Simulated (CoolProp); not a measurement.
Vapour-liquid equilibrium of carbon dioxide (1) + CHF3 (R23) (2) at 0.664 MPa; x and y are mole fractions of (1).

Values from CoolProp's multi-fluid Helmholtz-energy mixture model, Span 1996 and Penoncello 2003; pair parameters Bell 2016.

**Question.** Give the bubble temperature and the first vapour's composition at x = 0.05, 0.35, 0.5. Is there an azeotrope?

**Answer.** x = 0.05: 230.7 K, y = 0.074; x = 0.35: 226.7 K, y = 0.439; x = 0.5: 225.2 K, y = 0.582. No azeotrope shows between x = 0.05 and 0.95.

Pair parameters are fitted to limited data, so mixtures are less certain than the pure fluids.
